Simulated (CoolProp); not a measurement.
Vapour-liquid equilibrium of R114 (1) + benzene (2) at 0.292 MPa; x and y are mole fractions of (1).

Computed with CoolProp (multi-fluid Helmholtz-energy mixture model, Platzer 1990 and Thol 2012; pair parameters Bell 2016). This equation is an older, rougher fit; its heat capacities, sound speeds and derivatives of the liquid may be far off and weren't checked against measurements.

Question: Give the bubble temperature and the first vapour's composition at x = 0.2, 0.5, 0.95. Is there an azeotrope?

Answer: x = 0.2: 65.3 °C, y = 0.805; x = 0.5: 48.5 °C, y = 0.913; x = 0.95: 36.4 °C, y = 0.989. No azeotrope shows between x = 0.05 and 0.95.

The pair parameters rest on a limited set of measurements; away from them the model extrapolates. With so large a gap from Raoult's law the liquid may split in two, which this calculation doesn't test in full.
